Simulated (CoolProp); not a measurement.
500 sccm (0 °C, 1 atm) of nitrogen bubbles through liquid water at 332.4 K and leaves saturated at a total pressure of 0.15 MPa (ideal gas phase). Each further row changes one setting.

Values from CoolProp's reference Helmholtz-energy equation of state, Wagner 2002.

```
case                      vapour pressure (kPa)  mole fraction of vapour  delivery (mg/min)  delivery (sccm)  change of delivery for a bath 1 K warmer (%)
------------------------  ---------------------  -----------------------  -----------------  ---------------  --------------------------------------------
as stated                                  19.3                    0.128                ___              ___                                           5.5
bath temperature 337.4 K                   24.2                    0.161                ___              ___                                           5.5
total pressure 0.3 MPa                     19.3                   0.0642               27.6              ___                                           ___
```

Question: What belongs in the gaps?

Answer: 
- as stated, delivery (mg/min): 59.2
- as stated, delivery (sccm): 73.7
- bath temperature 337.4 K, delivery (mg/min): 77.4
- bath temperature 337.4 K, delivery (sccm): 96.2
- total pressure 0.3 MPa, delivery (sccm): 34.3
- total pressure 0.3 MPa, change of delivery for a bath 1 K warmer (%): 5.1
